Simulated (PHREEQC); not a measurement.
Leach liquor

Dissolve 0.039 mol HCl, 0.0023 mol FeSO4 and 0.00089 mol Fe2(SO4)3 per kg of water at 25 °C. Closed to the air; pH follows from the charge balance.

Computed with PHREEQC (ion-association model, phreeqc.dat).

Each row changes one thing in this solution. Precipitation was switched off in this run.

```tsv
case	pH	ionic strength (mol/kgw)	HSO4- (mol/kgw)	SO4-2 (mol/kgw)
as made	1.51	0.0491	0.00237	0.00138
Fe2(SO4)3 from 0.00089 to 0.00133 mol/kgw	1.51	0.0508	0.00277	0.00165
temperature from 25 to 10 °C	1.50	0.0498	0.00211	0.00164
0.0056 mol/kgw Ca(OH)2 added	1.66	0.0543	0.00184	0.00156
Fe2(SO4)3 replaced by H2SO4 at the same molality	1.48	0.0463	0.00199	0.00108
diluted 5-fold with water	___	0.0104	0.000262	0.000528
temperature from 25 to 55 °C	1.51	___	0.00303	___
FeSO4 left out	1.49	0.0442	0.00123	0.000674
Fe2(SO4)3 from 0.00089 to 0.000979 mol/kgw	1.51	___	0.00245	0.00144
```

**Question.** What belongs in the gaps?

**Answer.** 
- diluted 5-fold with water, pH: 2.16
- temperature from 25 to 55 °C, ionic strength (mol/kgw): 0.0481
- temperature from 25 to 55 °C, SO4-2 (mol/kgw): 0.000900
- Fe2(SO4)3 from 0.00089 to 0.000979 mol/kgw, ionic strength (mol/kgw): 0.0494

Some of these states are supersaturated (in Hematite (slow to form), Goethite (slow to form), for instance). At this temperature some constants are extrapolated from 25 °C, and those without enthalpy data are left unchanged.
